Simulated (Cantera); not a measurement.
A perfectly stirred reactor is fed with C₃H₈ : H₂ = 1 : 2.9 (molar parts), at 48.0 Pa; it is held at 1948 K, and followed from long to short residence time.

Detailed kinetics in Cantera: GRI-Mech 3.0 (53 species, 325 reactions). GRI-Mech 3.0 was tuned for natural gas; its chemistry of propane as a main component is partial and can be far from experiment. GRI-Mech 3.0 stops at C3 and has no aromatics, soot or wall deposition, so with more carbon than oxygen in the feed, carbon stays in small species such as C2H2 where larger ones or solid carbon would form. Radical loss at walls, strong at low pressure, is not modelled.

```csv
quantity,before,after
x(C₃H₈) at τ = 1.10 s,8.01e-5,4.92e-5
x(H₂) at τ = 1.10 s,0.743,0.829
x(CH₄) at τ = 1.10 s,0.0394,0.0317
x(H) at τ = 1.10 s,0.00692,0.00728
x(C₂H₆) at τ = 1.10 s,1.20e-5,7.23e-6
x(C₃H₈) at τ = 39.0 ms,0.00221,0.00131
x(H₂) at τ = 39.0 ms,0.659,0.777
x(CH₄) at τ = 39.0 ms,0.125,0.0932
x(H) at τ = 39.0 ms,0.00835,0.00888
x(C₂H₆) at τ = 39.0 ms,0.000220,0.000119
```

Name the change that produced these shifts.
A. pressure from 48.0 Pa to 13300 Pa
B. C3H8 1 to 6.8 parts
C. H2 2.9 to 6.7 parts
D. temperature 1948 to 1225 K

C, H2 2.9 to 6.7 parts
